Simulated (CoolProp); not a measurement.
Vapour pressure (MPa) of octamethyltrisiloxane (MDM): the reference equation beside estimates from Tc = 565.4 K, pc = 1.438 MPa, ω = 0.528.

Values from CoolProp's reference Helmholtz-energy equation of state, Thol 2017.

```tsv
T (K)	reference	van der Waals	Redlich-Kwong
255.1	1.606e-5	0.01926	0.0006933
269.4	5.864e-5	0.02863	0.001624
283.7	0.0001822	0.04093	0.003412
298	0.0004944	0.05663	0.006555
312.3	0.001196	0.07617	0.01168
326.6	0.002621	0.09999	0.01955
340.9	0.005280	0.1285	0.03100
355.2	0.009897	0.1621	0.04698
369.5	0.01743	0.2011	0.06848
383.8	0.02907	0.2460	0.09651
398.1	0.04626	0.2970	0.1321
412.4	0.07068	0.3544	0.1763
426.7	0.1042	0.4186	0.2301
```

Absolute difference from the reference over all 13 rows, mean and median: van der Waals 16859.0 and 2333.7 %, Redlich-Kwong 1019.2 and 487.1 %.
